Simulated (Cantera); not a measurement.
Feed: 1 mol SiC, 0.31 mol N₂O, 3.4 mol H₂, at 1248.15 K and 0.510 Pa.

Equilibrium computed with Cantera from the NASA thermochemical tables; the gas is ideal and each condensed phase is pure. Candidate condensed phases: C, C₆H₆, C₇H₈, C₈H₁₈, H₂O, Si, SiC, SiO₂, Si₂N₂O, Si₃N₄; 151 gas species. Mutual solubility and eutectic melting of coexisting phases are not modelled. Kinetics and transport are ignored.

Base state: H₂ 0.889, N₂ 0.0555, CO 0.0533, SiO 0.00226, H 0.000195 (mole fractions); condensed: SiC(s) + Si₂N₂O(s).

**Question.** What changes in the equilibrium state with this change: H₂ from 3.4 to 96 mol?

**Answer.** 
```tsv
species	before	after
H₂	0.889	0.993
N₂	0.0555	0.00321
SiO	0.00226	0.00160
CO	0.0533	0.00160
H	0.000195	0.000207
SiC(s), mol	0.796	0.845
Si₂N₂O(s), mol	0.0976	0
```

**Question.** What changes in the equilibrium state with this change: temperature from 1248.15 K to 1050 K?

**Answer.** 
```json
[
 {"species": "H₂", "before": "0.889", "after": "0.994"},
 {"species": "N₂", "before": "0.0555", "after": "0.00293"},
 {"species": "CO", "before": "0.0533", "after": "0.00293"},
 {"species": "SiO", "before": "0.00226", "after": "3.80e-7"},
 {"species": "H", "before": "0.000195", "after": "3.58e-6"},
 {"species": "SiC(s), mol", "before": "0.796", "after": "0.400"},
 {"species": "Si₂N₂O(s), mol", "before": "0.0976", "after": "0.300"},
 {"species": "C(graphite), mol", "before": "0", "after": "0.590"}
]
```
